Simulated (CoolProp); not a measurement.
Properties of m-xylene along the isotherm 620 K (Tc = 616.9 K, pc = 3.535 MPa, ω = 0.326).

Computed with CoolProp (reference Helmholtz-energy equation of state, Zhou 2012).

| p (MPa) | phase | cp (kJ/(kg K)) | speed of sound (m/s) | conductivity (mW/(m K)) | fugacity coefficient |
|---|---|---|---|---|---|
| 4.42 | supercritical | 3.846 | 184.0 | 75.2 | … |
| 8.84 | supercritical | … | 352.4 | 78.0 | 0.3328 |
| 13.3 | supercritical | 2.814 | 442.1 | 81.1 | 0.2624 |
| 17.7 | supercritical | 2.746 | 508.7 | 83.9 | … |
| 22.1 | supercritical | 2.704 | 564.0 | 86.5 | 0.2161 |
| 26.5 | supercritical | 2.675 | … | 88.9 | … |
| 30.9 | supercritical | 2.653 | 654.8 | … | 0.2078 |
| 35.3 | supercritical | 2.636 | 693.8 | 93.5 | … |

**Question.** Some entries are withheld; supply them.

**Answer.** 
- 4.42, fugacity coefficient: 0.5515
- 8.84, cp (kJ/(kg K)): 2.958
- 17.7, fugacity coefficient: 0.2313
- 26.5, speed of sound (m/s): 612.0
- 26.5, fugacity coefficient: 0.2093
- 30.9, conductivity (mW/(m K)): 91.3
- 35.3, fugacity coefficient: 0.2099

Thermal conductivity comes from a separate model (Mylona 2014).
